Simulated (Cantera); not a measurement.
**Oxide etching and cleaning by halides: CaO + HCl + O₂**

A closed system holds: 1 mol CaO, 48 mol HCl, 1.7 mol O₂, held at 850 °C and 0.00750 Torr.

Equilibrium computed with Cantera from the NASA thermochemical tables; the gas is ideal and each condensed phase is pure. Candidate condensed phases: Ca, CaCl₂, CaO, Ca(OH)₂, H₂O; 21 gas species. Kinetics and transport are ignored.

* **x(HCl)**: 0.890
* **x(H₂O)**: 0.0352
* **x(Cl)**: 0.0268
* **x(O₂)**: 0.0264
* **x(CaCl₂)**: 0.0200
* **x(Cl₂)**: 0.00179
* **x(OH)**: 6.15e-6
* **gas amount**: 49.99 mol
* **log10 activity of CaCl₂(l) (absent)**: -0.71
* **log10 activity of Ca(l) (absent)**: -22.04
